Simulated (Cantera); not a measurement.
A freely propagating, adiabatic, planar premixed flame of H2 : O2 : N2 = 1 : 0.943 : 4.15 (molar parts), equivalence ratio 0.53, unburnt at 473 K and 128 Torr; mixture-averaged transport, grid criteria slope 0.08 and curve 0.16, no radiation.

Computed with Cantera and the H2/O2 subset of GRI-Mech 3.0, which has no nitrogen chemistry. Burning velocities carry a grid error of a few per cent, more on coarse grids. Lean hydrogen flames are cellular in practice and burn faster than this planar one.

Predict: laminar burning velocity; thermal thickness; peak x(H); peak x(H2O2); peak x(O); peak x(HO2).


```
Quantity                    Result
------------------------  --------
laminar burning velocity  178 cm/s
thermal thickness          4.03 mm
peak x(H)                   0.0198
peak x(H2O2)               9.97e-6
peak x(O)                  0.00895
peak x(HO2)                9.27e-5
```
